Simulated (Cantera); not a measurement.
Input (Python, Cantera) and output of one run.

```python
import numpy as np
import cantera as ct

gas_names = """
    Cr CrN CrO CrO2 CrO3 H HNO HNO2 HNO3 HO2 H2 H2O H2O2 N NH NH2 NH3 NH2OH NO NO2 NO3 N2 N2H2 N2H4 N2O
    O OH O2 O3
""".split()
cond_names = """
    Cr(cr) Cr(L) CrN(s) Cr2N(s) Cr2O3(s) Cr2O3(L) H2O(s) H2O(L)
""".split()


# ... load() reads the species with a 1 bar reference pressure and builds the phases ...
atoms = {
    'Cr2O3': {'Cr': 2, 'O': 3},
    'H2': {'H': 2},
    'N2': {'N': 2},
}
top_T = {'CrN(s)': 1900, 'Cr2N(s)': 1900}  # K; cautious upper limits of use, not melting points


# ... equilibrate(T, P, feed) seeds the gas with the atoms and calls Mixture.equilibrate('TP', solver="vcs", rtol=1e-11, max_steps=5000) ...
results = []
feed = {'Cr2O3': 1, 'H2': 0.7, 'N2': 1.4}  # mol
T = 1073.15  # K
P = 1000  # Pa
mix = equilibrate(T, P, feed)
results.append((T, P, feed, dict(zip(mix.species_names, mix.species_moles))))
print(gas.report(threshold=0.0001))
for i in range(1, mix.n_phases):
    print(f"{mix.phase(i).name:16s} {mix.phase_moles(i):12.5e} mol")
```

It prints:

```
       temperature   1073.2 K
          pressure   1000 Pa
           density   0.0021684 kg/m^3
  mean mol. weight   19.348 kg/kmol
   phase of matter   gas

                          1 kg             1 kmol
                     ---------------   ---------------
          enthalpy        1.2168e+06        2.3543e+07  J
   internal energy        7.5566e+05        1.4621e+07  J
           entropy             13095        2.5337e+05  J/K
    Gibbs function       -1.2837e+07       -2.4837e+08  J
 heat capacity c_p            1664.5             32205  J/K
 heat capacity c_v            1234.8             23891  J/K

                      mass frac. Y      mole frac. X     chem. pot. / RT
                     ---------------   ---------------   ---------------
                H2           0.03473           0.33331           -23.388
                N2           0.96525           0.66667           -30.058
     [  +27 minor]        1.8334e-05        1.9799e-05

Cr(cr)            0.00000e+00 mol
CrN(s)            0.00000e+00 mol
Cr2N(s)           1.33958e-05 mol
Cr2O3(s)          9.99987e-01 mol
```

Method: chemical equilibrium by Gibbs-energy minimisation in Cantera with the NASA 1993 tables (ideal gas, pure condensed phases).
